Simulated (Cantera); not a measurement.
Feed: 1 mol SrCl2, 0.31 mol H2O, 200 mol H2, equilibrated at 2148.15 K.

Cantera equilibrium calculation (NASA polynomials, part measured and part estimated; ideal gas, pure solids and liquids). Candidate condensed phases: H2O, Sr, SrCl2, SrO, Sr(OH)2; 20 gas species. Rates play no part.

x: gas mole fraction; nothing condenses.

```csv
P (Pa),x H2,x H,x HCl,x Cl
0.100,0.0508,0.941,0.000358,0.00484
0.560,0.201,0.790,0.00153,0.00440
3.20,___,___,___,___
18,___,___,0.00623,___
100,0.864,0.123,0.00661,0.000687
560,0.934,0.0539,0.00543,0.000229
3200,0.967,0.0229,0.00382,6.63e-5
18000,0.981,0.00974,0.00250,1.81e-5
100000,0.988,0.00415,0.00159,4.87e-6
```

Question: Fill in the missing entries.

Answer: 
- 18, x H2: 0.722
- 18, x H: 0.264
- 18, x Cl: 0.00167
- 3.20, x H2: 0.478
- 3.20, x H: 0.510
- 3.20, x HCl: 0.00404
- 3.20, x Cl: 0.00315
